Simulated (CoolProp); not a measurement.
The fluid at 501.62 K and 0.243 MPa flows at 0.17 m/s in a round tube of 4.6 mm bore and 0.25 µm roughness, fully developed (64/Re and Nu = 3.66 if laminar; Colebrook and Gnielinski if turbulent). The same conditions are run with several fluids, on thermodynamics alone (safety and materials aside).

Model: reference Helmholtz-energy equation of state of each fluid (nitrogen: Span 2000; ammonia: Gao 2020; propylene: Lemmon 2013; normal hydrogen: Leachman 2009; ethanol: Schroeder 2014), in CoolProp.

```csv
fluid,Reynolds number,Darcy friction factor,pressure drop (Pa/m),heat-transfer coefficient (W/(m² K)),mass flow (kg/h)
nitrogen,48.8,1.31,6.72,31.2,0.0166
ammonia,43.4,1.47,4.61,42.6,0.0101
propylene,136,0.470,3.65,34.3,0.0251
normal hydrogen,7.19,8.90,3.28,216,0.00119
ethanol,143,0.446,3.81,30.7,0.0277
```

Transport values come from each fluid's own correlations; those of propylene are estimates that may be off by 10 % or more.
